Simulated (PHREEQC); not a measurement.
Consider water at 15 °C with 0.27 mol NH4Cl, 0.051 mol Na2SO4 and 0.13 mol KCl per kg of water. It is in equilibrium with CO2 at log p = 0 (atm). Otherwise closed; pH follows from the charge balance.

Equilibrium calculation in PHREEQC: ion-association model, phreeqc.dat.

Precipitation was switched off in this run.

Problem. Estimate the pH.

Solution. pH 3.94.

Problem. In which forms is Na present?

Solution. Na+ 97 %, NaSO4- 2.8 % of the Na.

Carbamate, which ammonia and carbonate form, is missing from the database.
